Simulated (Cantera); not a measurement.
## CH₂F₂ + HCl + H₂ (fluorocarbon and chlorocarbon gases)

Feed: 1 mol CH₂F₂, 1.5 mol HCl, 0.16 mol H₂, held at 3500 Pa.

These are equilibrium values from Cantera (NASA tables, ideal gas, pure condensed phases), not measurements of a reactor. Candidate condensed phases: C, C₆H₆, C₇H₈, C₈H₁₈; 118 gas species. Equilibrium is a limit: real reactors are often held back by kinetics, nucleation or transport.

```json
[
 {"T (K)": "1273", "x HF": "0.546", "x HCl": "0.410", "x H₂": "0.0437", "x Cl": "6.35e-6", "n C(graphite)": "1.000"},
 {"T (K)": "1323", "x HF": "0.546", "x HCl": "0.410", "x H₂": "0.0437", "x Cl": "1.39e-5", "n C(graphite)": "1.000"},
 {"T (K)": "1373", "x HF": "0.546", "x HCl": "0.410", "x H₂": "0.0437", "x Cl": "2.89e-5", "n C(graphite)": "1.000"},
 {"T (K)": "1423", "x HF": "0.546", "x HCl": "0.410", "x H₂": "0.0437", "x Cl": "5.70e-5", "n C(graphite)": "1.000"},
 {"T (K)": "1473", "x HF": "0.546", "x HCl": "0.410", "x H₂": "0.0438", "x Cl": "0.000107", "n C(graphite)": "1.000"},
 {"T (K)": "1523", "x HF": "0.546", "x HCl": "0.410", "x H₂": "0.0438", "x Cl": "0.000194", "n C(graphite)": "1.000"},
 {"T (K)": "1573", "x HF": "0.546", "x HCl": "0.409", "x H₂": "0.0439", "x Cl": "0.000338", "n C(graphite)": "1.000"},
 {"T (K)": "1623", "x HF": "0.546", "x HCl": "0.409", "x H₂": "0.0439", "x Cl": "0.000568", "n C(graphite)": "1.000"},
 {"T (K)": "1673", "x HF": "0.546", "x HCl": "0.409", "x H₂": "0.0441", "x Cl": "0.000925", "n C(graphite)": "1.000"},
 {"T (K)": "1723", "x HF": "0.546", "x HCl": "0.408", "x H₂": "0.0443", "x Cl": "0.00146", "n C(graphite)": "1.000"},
 {"T (K)": "1773", "x HF": "0.546", "x HCl": "0.407", "x H₂": "0.0446", "x Cl": "0.00225", "n C(graphite)": "1.000"},
 {"T (K)": "1823", "x HF": "0.545", "x HCl": "0.406", "x H₂": "0.0451", "x Cl": "0.00338", "n C(graphite)": "1.000"},
 {"T (K)": "1873", "x HF": "0.545", "x HCl": "0.404", "x H₂": "0.0457", "x Cl": "0.00494", "n C(graphite)": "1.000"},
 {"T (K)": "1923", "x HF": "0.544", "x HCl": "0.401", "x H₂": "0.0465", "x Cl": "0.00705", "n C(graphite)": "1.000"}
]
```
x: gas mole fraction; n: condensed amount in mol.

From 1273 K to 1923 K the condensed part is C(graphite). The main C-bearing gas is CH₄ at 1273 K and C₂H₂ (acetylene) at 1923 K.
